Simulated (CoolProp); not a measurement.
Model: reference Helmholtz-energy equation of state, Lemmon 2016, in CoolProp.

For R115, give the phase and the cv (kJ/(kg K)), Joule-Thomson coefficient (K/MPa) at 108.55 °C and 1760 kPa; 108.55 °C and 4110 kPa.


- 108.55 °C and 1760 kPa: gas; cv 0.782, Joule-Thomson coefficient 8.59
- 108.55 °C and 4110 kPa: supercritical; cv 0.838, Joule-Thomson coefficient 11.0
